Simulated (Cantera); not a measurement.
A closed system holds: 1 mol Si(CH3)4, 0.014 mol C2H4, 12 mol H2, held at 133 Pa.

Cantera equilibrium calculation (NASA polynomials, part measured and part estimated; ideal gas, pure solids and liquids). Candidate condensed phases: C, C6H6, C7H8, C8H18, Si, SiC; 87 gas species. Gases not in the tables: Si2H6 and higher silanes. The numbers say what is thermodynamically allowed, not how fast it happens.

x: gas mole fraction; n: condensed amount in mol.

```tsv
T (°C)	x H2	x H	x Si	x C2H2 (acetylene)	x SiC2	x Si2C	x SiH	n C(graphite)	n SiC(s)
1225	1.000	0.000471	5.44e-8	8.81e-6	9.35e-11	8.16e-11	6.43e-9	3.03	1.000
1275	0.999	0.000843	2.08e-7	1.57e-5	5.42e-10	4.57e-10	2.01e-8	3.03	1.000
1325	0.999	0.00146	7.32e-7	2.69e-5	2.81e-9	2.29e-9	5.86e-8	3.03	1.000
1375	0.998	0.00244	2.38e-6	4.46e-5	1.31e-8	1.04e-8	1.60e-7	3.03	1.000
1425	0.996	0.00395	7.23e-6	7.18e-5	5.60e-8	4.31e-8	4.10e-7	3.03	1.000
1475	0.994	…	…	…	…	…	…	3.02	1.000
1525	0.990	0.00960	5.52e-5	0.000171	7.96e-7	5.80e-7	2.30e-6	3.02	0.999
1575	0.985	0.0144	0.000140	0.000254	2.69e-6	1.91e-6	5.07e-6	3.02	0.997
1625	0.978	0.0212	0.000339	0.000368	8.50e-6	5.90e-6	1.07e-5	3.02	0.993
1675	0.968	0.0305	0.000784	0.000522	2.53e-5	1.71e-5	2.17e-5	3.02	0.984
1725	0.954	…	…	…	…	…	…	3.03	0.964
1775	0.936	0.0593	0.00370	0.000981	0.000190	0.000123	7.93e-5	3.06	0.921
1825	0.910	0.0804	0.00759	0.00130	0.000485	0.000308	0.000144	3.12	0.832
```

Task: Fill in the missing entries.

Result: 
- 1725, x H: 0.0429
- 1725, x Si: 0.00174
- 1725, x C2H2 (acetylene): 0.000724
- 1725, x SiC2: 7.12e-5
- 1725, x Si2C: 4.72e-5
- 1725, x SiH: 4.22e-5
- 1475, x H: 0.00624
- 1475, x Si: 2.06e-5
- 1475, x C2H2 (acetylene): 0.000112
- 1475, x SiC2: 2.19e-7
- 1475, x Si2C: 1.64e-7
- 1475, x SiH: 9.97e-7
